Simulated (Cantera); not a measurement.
Feed: 1 mol SiH2Cl2, 0.028 mol Cl2, 4.1 mol N2, equilibrated at 1027 °C and 0.740 bar.

Method: chemical equilibrium by Gibbs-energy minimisation in Cantera with the NASA 1993 tables (ideal gas, pure condensed phases). Candidate condensed phases: NH4Cl, Si, Si3N4; 28 gas species. N2 is the only nitrogen source here; it is nearly inert below about 1500 K, so the nitride shown seldom forms there in practice. The tables' values for SiCl3 are old estimates; treat these amounts as uncertain. Rates play no part.

What is the equilibrium state?


```
Item                                  Value
--------------------------------  ---------
x(N2)                                 0.667
x(HCl)                                0.209
x(H2)                                0.0810
x(SiCl4)                             0.0419
x(SiCl3)                            0.00101
x(SiHCl3)                          0.000741
x(SiCl2)                           0.000144
x(SiH2Cl2)                          1.85e-6
x(NH3)                              1.73e-6
n(Si3N4(s))                       0.255 mol
gas amount                        5.386 mol
log10 activity of Si(s) (absent)      -4.00
```
